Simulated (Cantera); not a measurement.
A Cantera script and its output.

```python
import numpy as np
import cantera as ct

gas = ct.Solution("gri30.yaml")


def delay(T, t_max=10):
    gas.TPX = T, 101325, {'CH4': 2.1, 'C2H6': 0.24, 'O2': 3.64, 'N2': 13.7, 'H2O': 0.49}
    reactor = ct.IdealGasConstPressureReactor(gas, clone=False)
    net = ct.ReactorNet([reactor])
    net.rtol, net.atol = 1e-8, 1e-16
    while net.time < t_max:
        t_old, T_old = net.time, reactor.T
        net.step()
        if reactor.T > T + 400:  # ignition: a rise of 400 K
            return t_old + (T + 400 - T_old) / (reactor.T - T_old) * (net.time - t_old)
    return np.nan


taus = []
for T in [1200, 1300, 1400, 1500, 1600, 1700, 1800, 1900, 2000, 2100]:
    taus.append(delay(T))
    print(f"T0 = {T:6g} K   tau = {taus[-1]:.4e} s")
```

Output:

```
T0 =   1200 K   tau = 5.6338e-03 s
T0 =   1300 K   tau = 1.9783e-03 s
T0 =   1400 K   tau = 7.3964e-04 s
T0 =   1500 K   tau = 2.9254e-04 s
T0 =   1600 K   tau = 1.2781e-04 s
T0 =   1700 K   tau = 6.3472e-05 s
T0 =   1800 K   tau = 3.5731e-05 s
T0 =   1900 K   tau = 2.2368e-05 s
T0 =   2000 K   tau = 1.5234e-05 s
T0 =   2100 K   tau = 1.1070e-05 s
```

Model: GRI-Mech 3.0 (53 species, 325 reactions), integrated in Cantera.
